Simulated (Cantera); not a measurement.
Cantera run, input and output.

```python
import numpy as np
import cantera as ct

gas = ct.Solution("h2o2.yaml")
gas.TPX = 475, 21000, {'H2': 1, 'O2': 0.455, 'N2': 1.55}
flame = ct.FreeFlame(gas, width=0.12)
flame.set_refine_criteria(ratio=3, slope=0.08, curve=0.16)
flame.transport_model = "mixture-averaged"
flame.solve(loglevel=0, auto=True)
flame.transport_model = "multicomponent"
flame.soret_enabled = True
flame.solve(loglevel=0, refine_grid=True)
z, T = flame.grid, flame.T
thick = (T[-1] - T[0]) / np.gradient(T, z).max()
show = ['H2', 'O2', 'H', 'H2O', 'O', 'OH']
print(f"laminar burning velocity  {flame.velocity[0] * 100:.3f} cm/s")
print(f"burnt temperature         {T[-1]:.1f} K")
print(f"thermal thickness         {thick * 1e3:.4f} mm")
print(f"grid points               {len(z)}")
z0 = z[flame.heat_release_rate.argmax()]
print(f"{'z/mm':>9s}{'T/K':>9s}{'u/(m/s)':>9s}" + "".join(f"{s:>11s}" for s in show))
rows = []
for k in (-3, -2, -1.5, -1, -0.5, -0.25, 0, 0.25, 0.5, 1, 2, 4, 8):
    zz = z0 + k * thick
    rows.append([k * thick, np.interp(zz, z, T), np.interp(zz, z, flame.velocity),
                 *(np.interp(zz, z, flame.X[gas.species_index(s)]) for s in show)])
    print(f"{rows[-1][0] * 1e3:9.3f}{rows[-1][1]:9.1f}{rows[-1][2]:9.3f}" + "".join(f"{x:11.3e}" for x in rows[-1][3:]))
```

It prints:

```
laminar burning velocity  451.817 cm/s
burnt temperature         2470.6 K
thermal thickness         3.1468 mm
grid points               142
     z/mm      T/K  u/(m/s)         H2         O2          H        H2O          O         OH
   -9.440    475.0    4.518  3.328e-01  1.514e-01  2.991e-18  1.577e-15  1.500e-17  4.249e-19
   -6.294    475.0    4.518  3.328e-01  1.514e-01  1.286e-15  1.512e-13  4.561e-15  6.212e-17
   -4.720    475.0    4.518  3.328e-01  1.514e-01  1.125e-12  1.579e-11  5.767e-13  8.060e-15
   -3.147    475.0    4.518  3.328e-01  1.514e-01  3.413e-09  7.909e-09  2.543e-10  6.895e-12
   -1.573    480.3    4.543  3.284e-01  1.522e-01  6.262e-05  2.103e-04  2.793e-06  1.906e-05
   -0.787    656.2    6.042  2.946e-01  1.499e-01  6.409e-03  1.453e-02  1.639e-04  5.640e-04
    0.000   1118.7    9.983  1.626e-01  1.004e-01  5.920e-02  1.188e-01  6.795e-03  3.185e-03
    0.787   1423.6   12.612  6.584e-02  3.647e-02  9.037e-02  2.305e-01  1.390e-02  9.040e-03
    1.573   1551.6   13.662  5.955e-02  2.794e-02  8.335e-02  2.457e-01  1.421e-02  1.181e-02
    3.147   1698.2   14.816  6.184e-02  2.448e-02  6.961e-02  2.537e-01  1.324e-02  1.467e-02
    6.294   1860.1   16.046  6.307e-02  2.096e-02  5.473e-02  2.638e-01  1.139e-02  1.725e-02
   12.587   2026.5   17.261  6.205e-02  1.720e-02  4.054e-02  2.763e-01  8.957e-03  1.887e-02
   25.174   2186.2   18.386  5.885e-02  1.339e-02  2.828e-02  2.907e-01  6.395e-03  1.903e-02
```

Cantera simulation using the H2/O2 subset of GRI-Mech 3.0, which has no nitrogen chemistry; the numbers are that mechanism's predictions, not measurements. Burning velocities carry a grid error of a few per cent, more on coarse grids.
